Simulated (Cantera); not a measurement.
An adiabatic, constant-volume homogeneous reactor starts with 18.1 % CH4, 17.2 % O2, 64.7 % N2, equivalence ratio 2.1, at 1425 K and 4.93 atm.

Detailed kinetics in Cantera: GRI-Mech 3.0 (53 species, 325 reactions).

One state of this run: T (K) = 2712; P (bar) = 11.4; x CH4 = 1.17e-9; x O2 = 9.87e-6; x C2H6 = <1e-12; x OH = 0.00133; x H = 0.00748; x HCO = 1.24e-6; x C2H2 = 4.50e-12. x: mole fraction; the columns are a selection and need not sum to one.

**Question.** Which value of t (s) does it belong to?
A. 0.0152
B. 2.00e-6
C. 3.94e-5
D. 0.000775

**Answer.** A, 0.0152
